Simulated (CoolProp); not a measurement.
Saturation properties of R236EA.

The numbers come from the reference Helmholtz-energy equation of state, Rui 2013 in CoolProp.

```tsv
T (K)	p (MPa)	vapour density (kg/m³)	liquid viscosity (µPa s)	vapour viscosity (µPa s)	liquid conductivity (mW/(m K))
273.2	0.07843	5.450	553	9.95	89.1
277.8	0.09520	6.542	514	10.1	87.3
282.3	0.1142	7.771	480	10.3	85.6
286.8	0.1361	9.175	450	10.4	83.9
291.4	0.1617	10.81	421	10.6	82.2
295.9	0.1903	12.62	395	10.8	80.5
300.4	0.2226	14.67	371	10.9	78.9
305	0.2598	17.03	349	11.1	77.3
309.5	0.3008	19.62	329	11.2	75.7
314	0.3464	22.51	310	11.4	74.1
318.6	0.3984	25.82	292	11.6	72.5
323.1	0.4549	29.44	275	11.7	71.0
```

It boils at 279.3 K under 1 atm.

Viscosity comes from a separate model (Huber 2003), an estimate that may be off by 10 % or more. Thermal conductivity comes from a separate model (Huber 2003), an estimate that may be off by 10 % or more.
